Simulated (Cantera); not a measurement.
Si2H6 + Cl2 + H2 + HCl (silicon epitaxy and polysilicon growth)

Feed: 1 mol Si2H6, 0.65 mol Cl2, 150 mol H2, 0.31 mol HCl, held at 1.00 bar.

Method: chemical equilibrium by Gibbs-energy minimisation in Cantera with the NASA 1993 tables (ideal gas, pure condensed phases). Candidate condensed phases: Si; 19 gas species. The feed counts by its element totals alone. The tables' values for SiCl3 are old estimates; treat these amounts as uncertain. Gases not in the tables: Si2H6 and higher silanes. The numbers say what is thermodynamically allowed, not how fast it happens.

```json
[
 {"T (K)": "850", "x H2": "0.996", "x HCl": "0.000828", "x SiHCl3": "0.00180", "x SiCl4": "0.000902", "x SiCl2": "8.20e-7", "x SiH2Cl2": "0.000316", "x H": "2.05e-11", "x SiCl3": "3.23e-6", "n Si(s)": "1.53", "n Si(l)": "0"},
 {"T (K)": "950", "x H2": "0.995", "x HCl": "0.00227", "x SiHCl3": "0.00151", "x SiCl4": "0.000751", "x SiCl2": "7.93e-6", "x SiH2Cl2": "0.000307", "x H": "5.55e-10", "x SiCl3": "1.34e-5", "n Si(s)": "1.60", "n Si(l)": "0"},
 {"T (K)": "1050", "x H2": "0.993", "x HCl": "0.00474", "x SiHCl3": "0.00104", "x SiCl4": "0.000477", "x SiCl2": "4.23e-5", "x SiH2Cl2": "0.000257", "x H": "8.08e-9", "x SiCl3": "3.34e-5", "n Si(s)": "1.71", "n Si(l)": "0"},
 {"T (K)": "1150", "x H2": "0.991", "x HCl": "0.00751", "x SiHCl3": "0.000493", "x SiCl4": "0.000184", "x SiCl2": "0.000125", "x SiH2Cl2": "0.000166", "x H": "7.43e-8", "x SiCl3": "4.59e-5", "n Si(s)": "1.84", "n Si(l)": "0"},
 {"T (K)": "1250", "x H2": "0.990", "x HCl": "0.00915", "x SiHCl3": "0.000151", "x SiCl4": "3.92e-5", "x SiCl2": "0.000213", "x SiH2Cl2": "7.90e-5", "x H": "4.81e-7", "x SiCl3": "3.41e-5", "n Si(s)": "1.92", "n Si(l)": "0"},
 {"T (K)": "1350", "x H2": "0.990", "x HCl": "0.00965", "x SiHCl3": "3.91e-5", "x SiCl4": "6.65e-6", "x SiCl2": "0.000265", "x SiH2Cl2": "3.34e-5", "x H": "2.37e-6", "x SiCl3": "1.88e-5", "n Si(s)": "1.94", "n Si(l)": "0"},
 {"T (K)": "1450", "x H2": "0.990", "x HCl": "0.00976", "x SiHCl3": "1.10e-5", "x SiCl4": "1.26e-6", "x SiCl2": "0.000297", "x SiH2Cl2": "1.49e-5", "x H": "9.41e-6", "x SiCl3": "1.01e-5", "n Si(s)": "1.95", "n Si(l)": "0"},
 {"T (K)": "1550", "x H2": "0.990", "x HCl": "0.00977", "x SiHCl3": "3.58e-6", "x SiCl4": "2.87e-7", "x SiCl2": "0.000321", "x SiH2Cl2": "7.27e-6", "x H": "3.13e-5", "x SiCl3": "5.75e-6", "n Si(s)": "1.95", "n Si(l)": "0"},
 {"T (K)": "1650", "x H2": "0.990", "x HCl": "0.00975", "x SiHCl3": "1.32e-6", "x SiCl4": "7.77e-8", "x SiCl2": "0.000341", "x SiH2Cl2": "3.86e-6", "x H": "9.04e-5", "x SiCl3": "3.48e-6", "n Si(s)": "1.94", "n Si(l)": "0"},
 {"T (K)": "1750", "x H2": "0.990", "x HCl": "0.00979", "x SiHCl3": "4.97e-7", "x SiCl4": "2.22e-8", "x SiCl2": "0.000322", "x SiH2Cl2": "1.97e-6", "x H": "0.000231", "x SiCl3": "2.01e-6", "n Si(s)": "0", "n Si(l)": "1.95"}
]
```
x: gas mole fraction; n: condensed amount in mol.

From 850 K to 1650 K the condensed part is Si(s). At 1750 K the condensed part is Si(l). The main Si-bearing gas is SiHCl3 at 850 K and SiCl2 at 1750 K. The share of Si in condensed phases is highest at 1450 K (97.4 %) and lowest at 850 K (76.7 %).
